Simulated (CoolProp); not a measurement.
R404A along the isotherm 500 K: Z from the reference equation and from simpler models built on Tc = 345.3 K, pc = 3735 kPa, ω = 0.293; each cubic takes its own stable root.

Model: reference Helmholtz-energy equation of state, Lemmon 2003, in CoolProp. It is a pseudo-pure fit of the blend.

| p (kPa) | phase | reference | Redlich-Kwong | Soave-Redlich-Kwong |
|---|---|---|---|---|
| 700 | gas | 0.9831 | 0.9795 | 0.9863 |
| 1400 | gas | 0.9664 | 0.9593 | 0.9730 |
| 2100 | gas | 0.9500 | 0.9392 | 0.9603 |
| 2800 | gas | 0.9339 | 0.9196 | 0.9483 |
| 3500 | gas | 0.9184 | 0.9004 | 0.9369 |
| 4200 | supercritical | 0.9033 | 0.8819 | 0.9263 |
| 4900 | supercritical | 0.8889 | 0.8641 | 0.9166 |
| 5600 | supercritical | 0.8752 | 0.8474 | 0.9078 |
